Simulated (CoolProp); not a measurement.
R123 at 293.15 K and 0.333 MPa flows at 15 m/s in a round tube of 12.7 mm bore and 1.5 µm roughness, fully developed (64/Re and Nu = 3.66 if laminar; Colebrook and Gnielinski if turbulent). Each further row changes one setting.

Computed with CoolProp (reference Helmholtz-energy equation of state, Younglove 1994). It is a modified Benedict-Webb-Rubin equation, recast in Helmholtz form.

```tsv
case	Reynolds number	Darcy friction factor	pressure drop (Pa/m)	heat-transfer coefficient (W/(m² K))	mass flow (kg/h)
as stated	634000	0.0143	187000	18300	10100
velocity 30 m/s	1270000	0.0135	705000	35000	20200
diameter 25.4 mm	1270000	0.0125	81800	16600	40400
```

Viscosity comes from a separate model (Tanaka 1996). Thermal conductivity comes from a separate model (Laesecke 1996).
